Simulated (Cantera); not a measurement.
What does this Cantera script print?

```python
import numpy as np
import cantera as ct

gas_names = """
    H H2 Si SiH SiH2 SiH3 SiH4 Si2 Si3
""".split()
cond_names = """
    Si(cr) Si(L)
""".split()


def load(file, names, dense=False):
    # The tables refer to 1 bar. Condensed volumes are neglected.
    table = {s.name: s for s in ct.Species.list_from_file(file)}
    out = []
    for n in names:
        d = dict(table[n].input_data)
        d["thermo"] = dict(d["thermo"], **{"reference-pressure": 1e5})
        if dense:
            d["equation-of-state"] = {"model": "constant-volume", "density": "1e6 g/cm^3"}
        out.append(ct.Species.from_dict(d))
    return out


gas = ct.Solution(thermo="ideal-gas", species=load("nasa_gas.yaml", gas_names))
cond = {s.name: ct.Solution(thermo="fixed-stoichiometry", species=[s], name=s.name)
        for s in load("nasa_condensed.yaml", cond_names, dense=True)}
atoms = {
    'Si': {'Si': 1},
    'H2': {'H': 2},
}
top_T = {}  # K; cautious upper limits of use, not melting points


def equilibrate(T, P, feed):
    n = {}
    for name, mol in feed.items():
        for a, k in atoms[name].items():
            n[a] = n.get(a, 0.0) + k * mol
    gas.TPX = T, P, n
    mass = sum(n.values()) * gas.mean_molecular_weight
    gas.equilibrate("TP")
    valid = [c for c in cond.values() if c.min_temp <= T <= top_T.get(c.name, c.max_temp)]
    mix = ct.Mixture([(gas, mass / gas.mean_molecular_weight)] + [(c, 0.0) for c in valid])
    mix.T, mix.P = T, P
    mix.equilibrate("TP", solver="vcs", rtol=1e-11, max_steps=5000)
    return mix


results = []
feed = {'Si': 1, 'H2': 0.52}  # mol
T = 1375  # K
P = 101325  # Pa
mix = equilibrate(T, P, feed)
results.append((T, P, feed, dict(zip(mix.species_names, mix.species_moles))))
x = sorted(zip(gas.X, gas.species_names), reverse=True)
print(f"T = {T:g} K  P = {P:g} Pa  gas = {mix.phase_moles(0):.4g} mol")
print("   x: " + "  ".join(f"{s} {v:.3e}" for v, s in x if v > 0.0001))
print("   condensed (mol): " + ("  ".join(f"{mix.phase(i).name} {mix.phase_moles(i):.4g}"
      for i in range(1, mix.n_phases) if mix.phase_moles(i) > 1e-12) or "none"))
```

It prints:

```
T = 1375 K  P = 101325 Pa  gas = 0.52 mol
   x: H2 1.000e+00
   condensed (mol): Si(cr) 1
```

Method: chemical equilibrium by Gibbs-energy minimisation in Cantera with the NASA 1993 tables (ideal gas, pure condensed phases).
